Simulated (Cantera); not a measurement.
What does this Cantera script print?

```python
import numpy as np
import cantera as ct

gas_names = [...]  # 148 gases of nasa_gas.yaml made of Al, C, H, N, O
cond_names = """
    AL(cr) AL(L) ALN(s) AL2O3(a) AL2O3(L) C(gr) C6H6(L) C7H8(L) C8H18(L),n-octa H2O(s) H2O(L)
""".split()


# ... load() reads the species with a 1 bar reference pressure and builds the phases ...
atoms = {
    'Al(CH3)3': {'AL': 1, 'C': 3, 'H': 9},
    'N2O': {'N': 2, 'O': 1},
    'N2': {'N': 2},
}
top_T = {'ALN(s)': 2750, 'C(gr)': 4500}  # K; cautious upper limits of use, not melting points


# ... equilibrate(T, P, feed) seeds the gas with the atoms and calls Mixture.equilibrate('TP', solver="vcs", rtol=1e-11, max_steps=5000) ...
results = []
feed = {'Al(CH3)3': 1, 'N2O': 0.62, 'N2': 4.5}  # mol
T = 1950  # K
P = 133.322  # Pa
mix = equilibrate(T, P, feed)
results.append((T, P, feed, dict(zip(mix.species_names, mix.species_moles))))
print(gas.report(threshold=0.0001))
for i in range(1, mix.n_phases):
    print(f"{mix.phase(i).name:16s} {mix.phase_moles(i):12.5e} mol")
```

Output:

```
       temperature   1950 K
          pressure   133.32 Pa
           density   0.00014323 kg/m^3
  mean mol. weight   17.418 kg/kmol
   phase of matter   gas

                          1 kg             1 kmol
                     ---------------   ---------------
          enthalpy        4.5462e+06        7.9185e+07  J
   internal energy        3.6154e+06        6.2971e+07  J
           entropy             16445        2.8642e+05  J/K
    Gibbs function       -2.7521e+07       -4.7934e+08  J
 heat capacity c_p            1935.8             33717  J/K
 heat capacity c_v            1458.5             25403  J/K

                      mass frac. Y      mole frac. X     chem. pot. / RT
                     ---------------   ---------------   ---------------
                AL           0.13547          0.087449           -11.115
               ALH        0.00099453        0.00061889           -24.604
                CO          0.087828          0.054614           -43.962
    C2H2,acetylene        0.00031353        0.00020973           -32.401
                 H         0.0011255          0.019448           -13.489
               HCN         0.0077572         0.0049993           -33.339
               HNC        0.00040165        0.00025885           -33.339
                H2          0.044416           0.38374           -26.978
                N2           0.72155           0.44862           -34.277
     [ +139 minor]        0.00014325        4.0388e-05

AL(L)             0.00000e+00 mol
ALN(s)            0.00000e+00 mol
AL2O3(a)          0.00000e+00 mol
C(gr)             2.31584e+00 mol
```

Method: chemical equilibrium by Gibbs-energy minimisation in Cantera with the NASA 1993 tables (ideal gas, pure condensed phases). The feed counts by its element totals alone.
